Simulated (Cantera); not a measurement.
A Cantera script and its output.

```python
import numpy as np
import cantera as ct

gas = ct.Solution("h2o2.yaml")
gas.TPX = 473, 820000, {'H2': 1, 'O2': 0.25, 'N2': 0.94, 'H2O': 0.64}
flame = ct.FreeFlame(gas, width=0.0092)
flame.set_refine_criteria(ratio=3, slope=0.08, curve=0.16)
flame.transport_model = "mixture-averaged"
flame.solve(loglevel=0, auto=True)
z, T = flame.grid, flame.T
thick = (T[-1] - T[0]) / np.gradient(T, z).max()
show = ['H2', 'O2', 'H2O', 'H2O2', 'H', 'O']
print(f"laminar burning velocity  {flame.velocity[0] * 100:.3f} cm/s")
print(f"burnt temperature         {T[-1]:.1f} K")
print(f"thermal thickness         {thick * 1e3:.4f} mm")
print(f"grid points               {len(z)}")
z0 = z[flame.heat_release_rate.argmax()]
print(f"{'z/mm':>9s}{'T/K':>9s}{'u/(m/s)':>9s}" + "".join(f"{s:>11s}" for s in show))
rows = []
for k in (-3, -2, -1.5, -1, -0.5, -0.25, 0, 0.25, 0.5, 1, 2, 4, 8):
    zz = z0 + k * thick
    rows.append([k * thick, np.interp(zz, z, T), np.interp(zz, z, flame.velocity),
                 *(np.interp(zz, z, flame.X[gas.species_index(s)]) for s in show)])
    print(f"{rows[-1][0] * 1e3:9.3f}{rows[-1][1]:9.1f}{rows[-1][2]:9.3f}" + "".join(f"{x:11.3e}" for x in rows[-1][3:]))
```

It prints:

```
laminar burning velocity  103.497 cm/s
burnt temperature         1773.3 K
thermal thickness         0.0535 mm
grid points               112
     z/mm      T/K  u/(m/s)         H2         O2        H2O       H2O2          H          O
   -0.161    473.8    1.034  3.516e-01  8.857e-02  2.269e-01  7.104e-08  1.456e-16  1.473e-13
   -0.107    479.1    1.038  3.462e-01  8.923e-02  2.291e-01  1.090e-06  7.226e-15  6.361e-12
   -0.080    495.0    1.061  3.373e-01  9.013e-02  2.332e-01  6.772e-06  1.617e-13  8.201e-11
   -0.054    558.1    1.168  3.168e-01  9.102e-02  2.448e-01  4.536e-05  1.601e-11  1.899e-09
   -0.027    827.8    1.667  2.735e-01  8.205e-02  2.853e-01  3.114e-04  2.756e-06  7.611e-07
   -0.013   1120.6    2.228  2.440e-01  6.246e-02  3.296e-01  4.290e-04  2.796e-04  2.510e-05
    0.000   1413.1    2.800  2.159e-01  3.602e-02  3.808e-01  1.050e-04  2.000e-03  1.141e-04
    0.013   1584.7    3.142  1.975e-01  1.640e-02  4.160e-01  9.944e-06  4.066e-03  1.203e-04
    0.027   1664.6    3.302  1.888e-01  6.760e-03  4.330e-01  3.577e-06  4.878e-03  6.976e-05
    0.054   1720.2    3.411  1.845e-01  1.300e-03  4.430e-01  9.441e-07  4.341e-03  2.064e-05
    0.107   1748.6    3.464  1.844e-01  1.066e-04  4.458e-01  1.717e-07  2.713e-03  4.932e-06
    0.214   1762.8    3.490  1.851e-01  6.153e-06  4.464e-01  3.407e-08  1.351e-03  1.143e-06
    0.428   1769.3    3.501  1.856e-01  5.376e-07  4.467e-01  6.873e-09  6.030e-04  2.270e-07
```

Computed with Cantera and the H2/O2 subset of GRI-Mech 3.0, which has no nitrogen chemistry. The hydrogen kinetics of GRI-Mech 3.0 are dated; newer H2 mechanisms differ, most at raised pressure. Burning velocities carry a grid error of a few per cent, more on coarse grids.
